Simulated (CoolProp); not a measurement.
The numbers come from the reference Helmholtz-energy equation of state, Rui 2013 in CoolProp.

Question: For R236EA, give the phase and the cp (kJ/(kg K)), cv (kJ/(kg K)), speed of sound (m/s) at 348.5 K and 101 kPa; 380.3 K and 101 kPa; 385.6 K and 101 kPa.

Answer: 
- 348.5 K and 101 kPa: gas; cp 0.934, cv 0.874, speed of sound 140
- 380.3 K and 101 kPa: gas; cp 0.976, cv 0.917, speed of sound 147
- 385.6 K and 101 kPa: gas; cp 0.983, cv 0.924, speed of sound 148
